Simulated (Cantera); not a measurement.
Charge: 1 mol Si, a varied amount of HCl, 7.8 mol H₂, at 1550 K and 270000 Pa.

Equilibrium computed with Cantera from the NASA thermochemical tables; the gas is ideal and each condensed phase is pure. Candidate condensed phases: Si; 19 gas species. Equilibrium is a limit: real reactors are often held back by kinetics, nucleation or transport.

What share of the Si ends up in condensed phases as a function of n(HCl) (mol), at 0.7, 0.8, 0.9, 1, 1.2, 1.3, 1.5, 1.7, 1.9, 2.2, 2.5, 2.8, 3.2?


```csv
n(HCl) (mol),Si condensed (%),as
0.7,88.5,Si(s)
0.8,86.0,Si(s)
0.9,83.5,Si(s)
1,80.9,Si(s)
1.2,75.5,Si(s)
1.3,72.7,Si(s)
1.5,67.2,Si(s)
1.7,61.5,Si(s)
1.9,55.8,Si(s)
2.2,47.1,Si(s)
2.5,38.3,Si(s)
2.8,29.5,Si(s)
3.2,17.7,Si(s)
```
